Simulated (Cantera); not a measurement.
A closed system holds: 1 mol Fe2O3, 560 mol H2, 0.064 mol H2O, at 1475 K and 0.140 bar.

These are equilibrium values from Cantera (NASA tables, ideal gas, pure condensed phases), not measurements of a reactor. Candidate condensed phases: Fe, FeO, Fe(OH)2, Fe(OH)3, Fe2O3, Fe3O4, H2O; 12 gas species. The numbers say what is thermodynamically allowed, not how fast it happens.

Base state: H2 0.994, H2O 0.00547, H 3.46e-5 (mole fractions); condensed: Fe(γ).

### Question
What changes in the equilibrium state with this change: temperature from 1475 K to 2000 K?

### Answer
```
species      before    after
----------  -------  -------
H2            0.994    0.988
H2O         0.00547  0.00544
H           3.46e-5  0.00432
Fe          6.24e-7  0.00260
Fe(γ), mol     2.00        0
Fe(l), mol        0    0.534
```
